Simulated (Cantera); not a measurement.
A closed system holds: 1 mol Cr₂O₃, a varied amount of H₂, held at 1330 Pa.

These are equilibrium values from Cantera (NASA tables, ideal gas, pure condensed phases), not measurements of a reactor. Candidate condensed phases: Cr, Cr₂O₃, H₂O; 13 gas species. Mutual solubility and eutectic melting of coexisting phases are not modelled. Kinetics and transport are ignored.

Q: What condenses at these points (T in K, n(H₂) in mol): (925, 120); (1225, 170); (1025, 120); (1375, 170); (1225, 120)?

A: 
```
T (K)  n(H₂) in mol  condensed phases  Cr condensed (%)
-----  ------------  ----------------  ----------------
925             120             Cr₂O₃             100.0
1225            170        Cr + Cr₂O₃             100.0
1025            120        Cr + Cr₂O₃             100.0
1375            170        Cr + Cr₂O₃             100.0
1225            120        Cr + Cr₂O₃             100.0
```
